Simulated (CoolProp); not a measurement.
Values from CoolProp's reference Helmholtz-energy equation of state, Beckmüller 2019.

Problem. Give the vapour pressure (bar), surface tension (mN/m), vapour viscosity (µPa s) of saturated n-octane at 449.1, 479.4 K.

Solution. 
```
T (K)  p (bar)  surface tension (mN/m)  vapour viscosity (µPa s)
-----  -------  ----------------------  ------------------------
449.1     3.42                    7.79                      8.51
479.4     6.19                    5.40                      9.31
```

Viscosity comes from a separate model (Huber 2004). Surface tension comes from a separate correlation (Mulero 2012).
